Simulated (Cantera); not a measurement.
A Cantera script and what it prints.

```python
import numpy as np
import cantera as ct

gas_names = """
    H H2 N NH NH2 NH3 N2 N2H2 N2H4 Pb Pb2
""".split()
cond_names = """
    Pb(cr) Pb(L)
""".split()


# ... load() reads the species with a 1 bar reference pressure and builds the phases ...
atoms = {
    'Pb': {'Pb': 1},
    'H2': {'H': 2},
    'N2': {'N': 2},
}
top_T = {}  # K; cautious upper limits of use, not melting points


# ... equilibrate(T, P, feed) seeds the gas with the atoms and calls Mixture.equilibrate('TP', solver="vcs", rtol=1e-11, max_steps=5000) ...
results = []
feed = {'Pb': 1, 'H2': 0.15, 'N2': 1.2}  # mol
P = 13332.2  # Pa
for T in [773, 848, 923, 998, 1073, 1148, 1223, 1298, 1373, 1448, 1523, 1598]:
    mix = equilibrate(T, P, feed)
    results.append((T, P, feed, dict(zip(mix.species_names, mix.species_moles))))

top = {s: max(r[3][s] / sum(r[3][g] for g in gas_names) for r in results) for s in gas_names}
cols = sorted((s for s in top if top[s] > 0.0001), key=lambda s: -top[s])[:9]
seen = [c for c in cond_names if any(r[3].get(c, 0) > 1e-12 for r in results)]
print("log10 of partial pressures in bar; condensed amounts in mol")
print(f"{'T/K':>10s}" + "".join(f"{s[:9]:>10s}" for s in cols + seen))
for T, P, feed, n in results:
    ng = sum(n[g] for g in gas_names)
    print(f"{T:10.4g}" + "".join(f"{np.log10(max(n[s] / ng * P / 1e5, 1e-99)):10.3f}" for s in cols)
          + "".join(f"{n.get(c, 0):10.4g}" for c in seen))
```

Output:

```
log10 of partial pressures in bar; condensed amounts in mol
       T/K        N2        Pb        H2       Pb2     Pb(L)
       773    -0.926    -7.637    -1.829   -15.067         1
       848    -0.926    -6.524    -1.829   -13.198         1
       923    -0.926    -5.596    -1.829   -11.641         1
       998    -0.926    -4.810    -1.829   -10.325    0.9998
      1073    -0.926    -4.136    -1.830    -9.198    0.9993
      1148    -0.927    -3.553    -1.830    -8.223    0.9972
      1223    -0.929    -3.042    -1.832    -7.371    0.9907
      1298    -0.935    -2.592    -1.838    -6.621    0.9736
      1373    -0.948    -2.193    -1.851    -5.956    0.9317
      1448    -0.977    -1.836    -1.880    -5.363     0.834
      1523    -1.039    -1.515    -1.942    -4.830    0.5982
      1598    -1.167    -1.247    -2.070    -4.393         0
```

Equilibrium computed with Cantera from the NASA thermochemical tables; the gas is ideal and each condensed phase is pure.
